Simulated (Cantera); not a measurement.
Charge: 1 mol C3H6, 0.51 mol CO2, 1.3 mol H2, at 0.0100 bar.

Cantera equilibrium calculation (NASA polynomials, part measured and part estimated; ideal gas, pure solids and liquids). Candidate condensed phases: C, C6H6, C7H8, C8H18, H2O; 110 gas species. Rates play no part. All values below are at 948 K.

Base state: H2 0.807, CO 0.190, H2O 0.00148, CH4 0.00112, CO2 0.000630 (mole fractions); condensed: C(graphite).

Q: What changes in the equilibrium state with this change: C3H6 replaced by C2H5OH?

A: 
```json
[
 {"species": "H2", "before": "0.807", "after": "0.680"},
 {"species": "CO", "before": "0.190", "after": "0.316"},
 {"species": "H2O", "before": "0.00148", "after": "0.00208"},
 {"species": "CO2", "before": "0.000630", "after": "0.00174"},
 {"species": "CH4", "before": "0.00112", "after": "0.000793"},
 {"species": "C(graphite), mol", "before": "2.50", "after": "0.509"}
]
```

Q: What changes in the equilibrium state with this change: pressure from 0.0100 bar to 0.00250 bar?

A: 
| species | before | after |
|---|---|---|
| H2 | 0.807 | 0.808 |
| CO | 0.190 | 0.191 |
| H2O | 0.00148 | 0.000374 |
| CH4 | 0.00112 | 0.000280 |
| CO2 | 0.000630 | 0.000160 |
| C(graphite), mol | 2.50 | 2.49 |

Q: What changes in the equilibrium state with this change: CO2 from 0.51 to 0.93 mol?

A: 
```tsv
species	before	after
H2	0.807	0.697
CO	0.190	0.298
H2O	0.00148	0.00201
CO2	0.000630	0.00156
CH4	0.00112	0.000835
C(graphite), mol	2.50	2.09
```
